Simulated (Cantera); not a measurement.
Input (Python, Cantera) and output of one run.

```python
import numpy as np
import cantera as ct

gas_names = """
    CL CL2 H HCL H2 N NH NH2 NH3 N2 N2H2 N2H4 Si SiCL SiCL2 SiCL3 SiCL4 SiH SiHCL3 SiH2 SiH2CL2 SiH3
    SiH3CL SiH4 SiN Si2 Si2N Si3
""".split()
cond_names = """
    NH4CL(a) NH4CL(b) Si(cr) Si(L) Si3N4(a)
""".split()


def load(file, names, dense=False):
    # The tables refer to 1 bar. Condensed volumes are neglected.
    table = {s.name: s for s in ct.Species.list_from_file(file)}
    out = []
    for n in names:
        d = dict(table[n].input_data)
        d["thermo"] = dict(d["thermo"], **{"reference-pressure": 1e5})
        if dense:
            d["equation-of-state"] = {"model": "constant-volume", "density": "1e6 g/cm^3"}
        out.append(ct.Species.from_dict(d))
    return out


gas = ct.Solution(thermo="ideal-gas", species=load("nasa_gas.yaml", gas_names))
cond = {s.name: ct.Solution(thermo="fixed-stoichiometry", species=[s], name=s.name)
        for s in load("nasa_condensed.yaml", cond_names, dense=True)}
atoms = {
    'SiCl4': {'Si': 1, 'CL': 4},
    'N2': {'N': 2},
    'H2': {'H': 2},
}
top_T = {'Si3N4(a)': 2400}  # K; cautious upper limits of use, not melting points


def equilibrate(T, P, feed):
    n = {}
    for name, mol in feed.items():
        for a, k in atoms[name].items():
            n[a] = n.get(a, 0.0) + k * mol
    gas.TPX = T, P, n
    mass = sum(n.values()) * gas.mean_molecular_weight
    gas.equilibrate("TP")
    valid = [c for c in cond.values() if c.min_temp <= T <= top_T.get(c.name, c.max_temp)]
    mix = ct.Mixture([(gas, mass / gas.mean_molecular_weight)] + [(c, 0.0) for c in valid])
    mix.T, mix.P = T, P
    mix.equilibrate("TP", solver="vcs", rtol=1e-11, max_steps=5000)
    return mix


results = []
feed = {'SiCl4': 1, 'N2': 0.22, 'H2': 87}  # mol
P = 1000  # Pa
for T in [823, 898, 973, 1048, 1123, 1198, 1273, 1348, 1423, 1498, 1573, 1648]:
    mix = equilibrate(T, P, feed)
    results.append((T, P, feed, dict(zip(mix.species_names, mix.species_moles))))
    x = sorted(zip(gas.X, gas.species_names), reverse=True)
    print(f"T = {T:g} K  P = {P:g} Pa  gas = {mix.phase_moles(0):.4g} mol")
    print("   x: " + "  ".join(f"{s} {v:.3e}" for v, s in x if v > 0.001))
    print("   condensed (mol): " + ("  ".join(f"{mix.phase(i).name} {mix.phase_moles(i):.4g}"
          for i in range(1, mix.n_phases) if mix.phase_moles(i) > 1e-12) or "none"))
```

Output:

```
T = 823 K  P = 1000 Pa  gas = 88.33 mol
   x: H2 9.769e-01  HCL 1.549e-02  SiCL4 7.040e-03
   condensed (mol): Si3N4(a) 0.11
T = 898 K  P = 1000 Pa  gas = 88.33 mol
   x: H2 9.763e-01  HCL 1.613e-02  SiCL4 6.426e-03  SiHCL3 1.082e-03
   condensed (mol): Si3N4(a) 0.11
T = 973 K  P = 1000 Pa  gas = 88.36 mol
   x: H2 9.750e-01  HCL 1.742e-02  SiCL4 5.390e-03  SiHCL3 1.695e-03
   condensed (mol): Si3N4(a) 0.11
T = 1048 K  P = 1000 Pa  gas = 88.55 mol
   x: H2 9.698e-01  HCL 2.380e-02  SiCL4 3.375e-03  SiHCL3 1.407e-03  SiCL2 1.088e-03
   condensed (mol): Si(cr) 0.1047  Si3N4(a) 0.11
T = 1123 K  P = 1000 Pa  gas = 88.8 mol
   x: H2 9.634e-01  HCL 3.192e-02  SiCL2 2.234e-03  SiCL4 1.284e-03
   condensed (mol): Si(cr) 0.2521  Si3N4(a) 0.11
T = 1198 K  P = 1000 Pa  gas = 88.94 mol
   x: H2 9.602e-01  HCL 3.575e-02  SiCL2 3.134e-03
   condensed (mol): Si(cr) 0.3125  Si3N4(a) 0.1099
T = 1273 K  P = 1000 Pa  gas = 88.98 mol
   x: H2 9.594e-01  HCL 3.665e-02  SiCL2 3.620e-03
   condensed (mol): Si(cr) 0.3211  Si3N4(a) 0.1089
T = 1348 K  P = 1000 Pa  gas = 89.01 mol
   x: H2 9.591e-01  HCL 3.662e-02  SiCL2 3.924e-03
   condensed (mol): Si(cr) 0.3296  Si3N4(a) 0.1025
T = 1423 K  P = 1000 Pa  gas = 89.08 mol
   x: H2 9.584e-01  HCL 3.635e-02  SiCL2 4.154e-03
   condensed (mol): Si(cr) 0.4207  Si3N4(a) 0.06735
T = 1498 K  P = 1000 Pa  gas = 89.23 mol
   x: H2 9.570e-01  HCL 3.600e-02  SiCL2 4.342e-03  N2 2.466e-03
   condensed (mol): Si(cr) 0.6079
T = 1573 K  P = 1000 Pa  gas = 89.24 mol
   x: H2 9.569e-01  HCL 3.570e-02  SiCL2 4.510e-03  N2 2.465e-03
   condensed (mol): Si(cr) 0.5933
T = 1648 K  P = 1000 Pa  gas = 89.26 mol
   x: H2 9.565e-01  HCL 3.540e-02  SiCL2 4.653e-03  N2 2.465e-03
   condensed (mol): Si(cr) 0.5775
```

Equilibrium computed with Cantera from the NASA thermochemical tables; the gas is ideal and each condensed phase is pure. N2 is the only nitrogen source here; it is nearly inert below about 1500 K, so the nitride shown seldom forms there in practice. Mutual solubility and eutectic melting of coexisting phases are not modelled. The tables' values for SiCl3, SiCl are old estimates; treat these amounts as uncertain.
